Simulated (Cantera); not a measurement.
Input (Python, Cantera):

```python
import numpy as np
import cantera as ct

gas = ct.Solution("gri30.yaml")
gas.TPX = 1800, 19000, {'NO': 1, 'N2': 1.4}
reactor = ct.IdealGasConstPressureReactor(gas, energy="off", clone=False)
net = ct.ReactorNet([reactor])
net.rtol, net.atol = 1e-08, 1e-18
show = ['NO', 'O2', 'NO2', 'N2O', 'N2', 'O']
times = np.geomspace(3e-05, 50, 14)

steps = ct.SolutionArray(gas, extra=["t"])
rows = []
print(f"{'t/s':>10s}{'T/K':>9s}{'P/Pa':>11s}" + "".join(f"{s:>11s}" for s in show))
for t in times:
    while net.time < t:
        t_next = net.step()
        steps.append(gas.state, t=t_next)
    rows.append([np.interp(t, steps.t, y) for y in (steps.T, steps.P, *steps(*show).X.T)])
    print(f"{t:10.3e}{rows[-1][0]:9.1f}{rows[-1][1]:11.4g}" + "".join(f"{x:11.3e}" for x in rows[-1][2:]))
rate = np.gradient(steps.T, steps.t)
print("integrator steps:", len(steps.t))
if steps.T.max() > steps.T[0] + 200:
    print(f"time of steepest temperature rise: {steps.t[rate.argmax()]:.4e} s")
gas.TPX = 1800, 19000, {'NO': 1, 'N2': 1.4}
gas.equilibrate("TP")
print(f"equilibrium (TP): T = {gas.T:.1f} K  " + "  ".join(f"{s} {gas[s].X[0]:.3e}" for s in show))
```

Result:

```
       t/s      T/K       P/Pa         NO         O2        NO2        N2O         N2          O
 3.000e-05   1800.0    1.9e+04  4.167e-01  1.388e-10  6.158e-09  2.286e-07  5.833e-01  2.232e-07
 9.031e-05   1800.0    1.9e+04  4.167e-01  1.221e-09  5.339e-08  6.860e-07  5.833e-01  6.392e-07
 2.718e-04   1800.0    1.9e+04  4.167e-01  1.034e-08  4.262e-07  2.045e-06  5.833e-01  1.678e-06
 8.183e-04   1800.0    1.9e+04  4.167e-01  8.651e-08  2.777e-06  5.981e-06  5.833e-01  3.706e-06
 2.463e-03   1800.0    1.9e+04  4.166e-01  8.801e-07  1.283e-05  1.652e-05  5.833e-01  7.386e-06
 7.415e-03   1800.0    1.9e+04  4.165e-01  1.225e-05  3.991e-05  3.892e-05  5.834e-01  1.530e-05
 2.232e-02   1800.0    1.9e+04  4.163e-01  1.105e-04  6.190e-05  6.367e-05  5.835e-01  2.148e-05
 6.720e-02   1800.0    1.9e+04  4.155e-01  4.833e-04  6.637e-05  6.921e-05  5.839e-01  2.288e-05
 2.023e-01   1800.0    1.9e+04  4.132e-01  1.618e-03  7.301e-05  6.831e-05  5.850e-01  2.485e-05
 6.089e-01   1800.0    1.9e+04  4.064e-01  5.018e-03  8.956e-05  6.564e-05  5.884e-01  2.991e-05
 1.833e+00   1800.0    1.9e+04  3.863e-01  1.501e-02  1.228e-04  5.848e-05  5.984e-01  4.114e-05
 5.518e+00   1800.0    1.9e+04  3.322e-01  4.202e-02  1.651e-04  4.216e-05  6.255e-01  6.168e-05
 1.661e+01   1800.0    1.9e+04  2.184e-01  9.891e-02  1.638e-04  1.764e-05  6.824e-01  9.037e-05
 5.000e+01   1800.0    1.9e+04  8.082e-02  1.678e-01  7.881e-05  2.420e-06  7.512e-01  1.157e-04
integrator steps: 818
equilibrium (TP): T = 1800.0 K  NO 4.140e-03  O2 2.062e-01  NO2 4.477e-06  N2O 1.038e-07  N2 7.895e-01  O 1.275e-04
```

Cantera simulation using GRI-Mech 3.0 (53 species, 325 reactions); the numbers are that mechanism's predictions, not measurements.
